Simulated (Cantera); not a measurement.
Feed: 1 mol TiO2, 1.1 mol Al2O3, 0.59 mol O2, equilibrated at 2175 K and 70.0 Pa.

Method: chemical equilibrium by Gibbs-energy minimisation in Cantera with the NASA 1993 tables (ideal gas, pure condensed phases). Candidate condensed phases: Al, Al2O3, Ti, TiO, TiO2, Ti2O3, Ti3O5, Ti4O7; 12 gas species. Mutual solubility and eutectic melting of coexisting phases are not modelled. Condensed phases not in the tables: mixed aluminates and titanates, alloys, solid solutions and most ternary compounds. Kinetics and transport are ignored.

Task: What is the equilibrium state?

Result: 
```json
{
 "x(O2)": "0.912",
 "x(O)": "0.0831",
 "x(TiO2)": "0.00533",
 "x(TiO)": "4.69e-6",
 "x(AlO)": "1.91e-6",
 "n(Al2O3(s))": "1.10 mol",
 "n(TiO2(l))": "0.997 mol",
 "gas_amount": "0.6190 mol",
 "log10 activity of Ti4O7(l) (absent)": "-1.17",
 "log10 activity of Ti3O5(l) (absent)": "-1.57",
 "log10 activity of Ti2O3(l) (absent)": "-2.36"
}
```
